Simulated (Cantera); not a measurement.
Input: 1 mol SiH2Cl2, 0.32 mol HCl, 49 mol H2, held at 1.00 bar.

Method: chemical equilibrium by Gibbs-energy minimisation in Cantera with the NASA 1993 tables (ideal gas, pure condensed phases). Candidate condensed phases: Si; 19 gas species. Gases not in the tables: Si2H6 and higher silanes. Rates play no part.

Q: Which condensed phases are stable at each of these points (T (°C)): 975, 1075, 1175, 1275, 1375, 1475, 1575, 1675, 1775, 1875, 1975, 2075?

A: 
| T (°C) | condensed phases | Si condensed (%) |
|---|---|---|
| 975 | Si(s) | 62.7 |
| 1075 | Si(s) | 70.7 |
| 1175 | Si(s) | 74.3 |
| 1275 | Si(s) | 75.1 |
| 1375 | Si(s) | 74.8 |
| 1475 | Si(l) | 76.1 |
| 1575 | Si(l) | 78.2 |
| 1675 | Si(l) | 79.7 |
| 1775 | Si(l) | 80.5 |
| 1875 | Si(l) | 80.1 |
| 1975 | Si(l) | 77.6 |
| 2075 | Si(l) | 71.2 |

From 975 °C to 1375 °C the condensed part is Si(s). From 1475 °C to 2075 °C the condensed part is Si(l).
